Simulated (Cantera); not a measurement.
A diamond (100) surface in a fixed gas of H2 with x(CH4) = 0.0044, x(CH3) = 0.0012, at 1050 K, 0.300 bar; coverages are run to steady state.

Detailed kinetics in Cantera: the Harris–Goodwin 1993 mechanism for the reconstructed diamond (100) surface.

One state of this run: growth (µm/h) = 182; θ c6HH = 0.460; θ c6H* = 0.0190; θ c6*H = 0.336; θ c6** = 0.0101; θ c6HM = 0.121. θ: site fractions in the mechanism's names (c6HH fully hydrogenated, c6H* and c6*H radical sites, c6** diradical, c6HM methylated).

Q: Which value of x(H) does it belong to?
A) 0.0034
B) 0.00041
C) 0.014
D) 0.0017

A: A, 0.0034
